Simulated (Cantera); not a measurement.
Mixture: CH4 : C2H6 : O2 : N2 = 1 : 0.19 : 3.42 : 12.8 (molar parts), at 1.00 bar, adiabatic and at constant pressure. Ignition delay is the time to a rise of 400 K.

Cantera simulation using GRI-Mech 3.0 (53 species, 325 reactions); the numbers are that mechanism's predictions, not measurements.

Question: What does this change do: constant volume in place of constant pressure?

Answer: 
```json
[
 {"quantity": "delay at 1125 K", "before": "9.45 ms", "after": "8.98 ms"},
 {"quantity": "delay at 1275 K", "before": "1.18 ms", "after": "1.10 ms"},
 {"quantity": "delay at 1425 K", "before": "0.291 ms", "after": "0.267 ms"},
 {"quantity": "delay at 1575 K", "before": "95.4 µs", "after": "86.0 µs"},
 {"quantity": "delay at 1725 K", "before": "38.8 µs", "after": "34.5 µs"},
 {"quantity": "apparent activation energy between 1650 and 1800 K", "before": "130 kJ/mol", "after": "130 kJ/mol"}
]
```

Question: What does this change do: pressure from 1.00 bar to 5.00 bar?

Answer: 
```csv
quantity,before,after
delay at 1125 K,9.45 ms,3.83 ms
delay at 1275 K,1.18 ms,0.444 ms
delay at 1425 K,0.291 ms,0.100 ms
delay at 1575 K,95.4 µs,31.4 µs
delay at 1725 K,38.8 µs,12.0 µs
apparent activation energy between 1650 and 1800 K,130 kJ/mol,140 kJ/mol
```

Question: What does this change do: O2 3.42 to 1.9 parts?

Answer: 
```
quantity                                                before       after
--------------------------------------------------  ----------  ----------
delay at 1125 K                                        9.45 ms     12.7 ms
delay at 1275 K                                        1.18 ms     2.15 ms
delay at 1425 K                                       0.291 ms    0.577 ms
delay at 1575 K                                        95.4 µs    0.175 ms
delay at 1725 K                                        38.8 µs     65.7 µs
apparent activation energy between 1650 and 1800 K  130 kJ/mol  140 kJ/mol
```
